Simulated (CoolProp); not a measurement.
Dodecamethylpentasiloxane (MD3M) along the isotherm 346.85 °C: density (kg/m³) from the reference equation and from simpler models built on Tc = 354.9 °C, pc = 0.9540 MPa, ω = 0.730; each cubic takes its own stable root.

The numbers come from the reference Helmholtz-energy equation of state, Thol 2019 in CoolProp.

```json
[
 {"p (MPa)": "0.17", "phase": "gas", "reference": "13.68", "Soave-Redlich-Kwong": "13.60", "Peng-Robinson": "13.70"},
 {"p (MPa)": "0.341", "phase": "gas", "reference": "30.06", "Soave-Redlich-Kwong": "29.66", "Peng-Robinson": "30.13"},
 {"p (MPa)": "0.511", "phase": "gas", "reference": "50.60", "Soave-Redlich-Kwong": "49.39", "Peng-Robinson": "50.64"},
 {"p (MPa)": "0.681", "phase": "gas", "reference": "79.81", "Soave-Redlich-Kwong": "76.40", "Peng-Robinson": "79.30"},
 {"p (MPa)": "1.02", "phase": "liquid", "reference": "439.3", "Soave-Redlich-Kwong": "346.1", "Peng-Robinson": "385.1"},
 {"p (MPa)": "1.19", "phase": "liquid", "reference": "456.7", "Soave-Redlich-Kwong": "368.9", "Peng-Robinson": "410.8"},
 {"p (MPa)": "1.36", "phase": "liquid", "reference": "468.9", "Soave-Redlich-Kwong": "385.4", "Peng-Robinson": "429.3"},
 {"p (MPa)": "1.53", "phase": "liquid", "reference": "478.5", "Soave-Redlich-Kwong": "398.5", "Peng-Robinson": "444.2"},
 {"p (MPa)": "1.7", "phase": "liquid", "reference": "486.5", "Soave-Redlich-Kwong": "409.6", "Peng-Robinson": "456.7"},
 {"p (MPa)": "1.87", "phase": "liquid", "reference": "493.3", "Soave-Redlich-Kwong": "419.3", "Peng-Robinson": "467.5"},
 {"p (MPa)": "2.04", "phase": "liquid", "reference": "499.4", "Soave-Redlich-Kwong": "427.9", "Peng-Robinson": "477.1"},
 {"p (MPa)": "2.21", "phase": "liquid", "reference": "504.8", "Soave-Redlich-Kwong": "435.6", "Peng-Robinson": "485.8"},
 {"p (MPa)": "2.38", "phase": "liquid", "reference": "509.8", "Soave-Redlich-Kwong": "442.7", "Peng-Robinson": "493.7"}
]
```
